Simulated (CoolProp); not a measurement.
Vapour-liquid equilibrium of ethane (1) + C3F8 (R218) (2) at 1.53 bar; x and y are mole fractions of (1).

Model: multi-fluid Helmholtz-energy mixture model, Bücker 2006 and Lemmon 2006; pair parameters Bell 2016, in CoolProp.

Question: Give the bubble temperature and the first vapour's composition at x = 0.2, 0.425, 0.65. Is there an azeotrope?

Answer: x = 0.2: 206.5 K, y = 0.881; x = 0.425: 197.2 K, y = 0.944; x = 0.65: 195.7 K, y = 0.953. No azeotrope shows between x = 0.05 and 0.95.

The pair parameters rest on a limited set of measurements; away from them the model extrapolates. With so large a gap from Raoult's law the liquid may split in two, which this calculation doesn't test in full.
